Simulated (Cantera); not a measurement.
An isothermal plug-flow reactor at 600 K and 2.66 atm (inlet), inlet velocity 0.63 m/s, active area per volume 3000 1/m; feed CO : O2 : N2 : H2O = 0.0058 : 0.037 : 0.79 : 0.042 (molar parts).

Model: Deutschmann's 1995 Pt surface mechanism with GRI-Mech 3.0 gas chemistry, integrated in Cantera. Catalytic surfaces can have several steady states; this one follows from the mechanism file's or the stated starting coverage. Mass transfer to the wall is taken as infinitely fast.

Question: Predict: x(CO) at z = 0.0056 m; x(O2) at z = 0.0056 m; x(H2O) at z = 0.0056 m; x(CO2) at z = 0.0056 m; θ(free Pt) at the exit; θ(O*) at the exit; θ(OH*) at the exit; θ(CO*) at the exit.

Answer: 
```
Quantity                  Value
----------------------  -------
x(CO) at z = 0.0056 m   0.00546
x(O2) at z = 0.0056 m    0.0417
x(H2O) at z = 0.0056 m   0.0480
x(CO2) at z = 0.0056 m  0.00118
θ(free Pt) at the exit  0.00834
θ(O*) at the exit        0.0148
θ(OH*) at the exit      0.00172
θ(CO*) at the exit        0.975
```
